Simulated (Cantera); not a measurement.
A closed system holds: 1 mol (CH3)2SiCl2, 0.35 mol C3H8, 6.2 mol H2, equilibrated at 2223 K and 10000 Pa.

Equilibrium computed with Cantera from the NASA thermochemical tables; the gas is ideal and each condensed phase is pure. Candidate condensed phases: C, C6H6, C7H8, C8H18, Si, SiC; 109 gas species. The feed counts by its element totals alone. The tables' values for SiCl, SiCl3 are old estimates; treat these amounts as uncertain. Gases not in the tables: Si2H6 and higher silanes. Kinetics and transport are ignored.

Base state: H2 0.815, HCl 0.155, H 0.0183, SiCl2 0.00638, Cl 0.00252, C2H2 (acetylene) 0.00236, Si 0.000529, SiCl 0.000324 (mole fractions); condensed: C(graphite) + SiC(s).

**Question.** What changes in the equilibrium state with this change: temperature from 2223 K to 2023.15 K?

**Answer.** 
| species | before | after |
|---|---|---|
| H2 | 0.815 | 0.826 |
| HCl | 0.155 | 0.162 |
| H | 0.0183 | 0.00546 |
| SiCl2 | 0.00638 | 0.00442 |
| SiC2 | 5.54e-5 | 1.57e-6 |
| Si2C | 3.35e-5 | 1.03e-6 |
| Si | 0.000529 | 3.40e-5 |
| C(graphite), mol | 2.08 | 2.09 |
| SiC(s), mol | 0.912 | 0.947 |
The tables' values for SiCl3, SiCl are old estimates; treat these amounts as uncertain.

**Question.** What changes in the equilibrium state with this change: temperature from 2223 K to 1925 K?

**Answer.** 
```tsv
species	before	after
H2	0.815	0.828
HCl	0.155	0.164
SiCl2	0.00638	0.00352
H	0.0183	0.00275
SiC2	5.54e-5	2.06e-7
Si2C	3.35e-5	1.41e-7
C(graphite), mol	2.08	2.08
SiC(s), mol	0.912	0.958
```
The tables' values for SiCl3, SiCl are old estimates; treat these amounts as uncertain.
